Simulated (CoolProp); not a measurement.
A single-stage vapour-compression cycle with R152A: evaporating at 243.15 K (dew point), condensing at 267.15 K (bubble point), superheat 2 K, subcooling 5 K, compressor efficiency 0.9, no pressure losses. Each further row changes one setting.

Model: reference Helmholtz-energy equation of state, Outcalt 1996, in CoolProp. It is a modified Benedict-Webb-Rubin equation, recast in Helmholtz form.

```json
[
 {"case": "as stated", "cooling COP": "8.61", "pressure ratio": "2.74", "discharge temperature (K)": "285.9", "refrigerating effect (kJ/kg)": "306", "volumetric capacity (kJ/m³)": "793"},
 {"case": "evaporating temperature 248.15 K", "cooling COP": "11.3", "pressure ratio": "(withheld)", "discharge temperature (K)": "(withheld)", "refrigerating effect (kJ/kg)": "310", "volumetric capacity (kJ/m³)": "994"},
 {"case": "condensing temperature 262.15 K", "cooling COP": "(withheld)", "pressure ratio": "2.26", "discharge temperature (K)": "277.9", "refrigerating effect (kJ/kg)": "314", "volumetric capacity (kJ/m³)": "814"},
 {"case": "subcooling 10 K", "cooling COP": "8.84", "pressure ratio": "2.74", "discharge temperature (K)": "285.9", "refrigerating effect (kJ/kg)": "314", "volumetric capacity (kJ/m³)": "814"},
 {"case": "superheat 12 K", "cooling COP": "(withheld)", "pressure ratio": "2.74", "discharge temperature (K)": "296.3", "refrigerating effect (kJ/kg)": "(withheld)", "volumetric capacity (kJ/m³)": "(withheld)"},
 {"case": "compressor efficiency 0.8", "cooling COP": "(withheld)", "pressure ratio": "2.74", "discharge temperature (K)": "(withheld)", "refrigerating effect (kJ/kg)": "306", "volumetric capacity (kJ/m³)": "793"}
]
```

Problem. Fill in the missing entries.

Solution. 
- evaporating temperature 248.15 K, pressure ratio: 2.18
- evaporating temperature 248.15 K, discharge temperature (K): 281.9
- condensing temperature 262.15 K, cooling COP: 11.1
- superheat 12 K, cooling COP: 8.49
- superheat 12 K, refrigerating effect (kJ/kg): 316
- superheat 12 K, volumetric capacity (kJ/m³): 781
- compressor efficiency 0.8, cooling COP: 7.65
- compressor efficiency 0.8, discharge temperature (K): 290.1
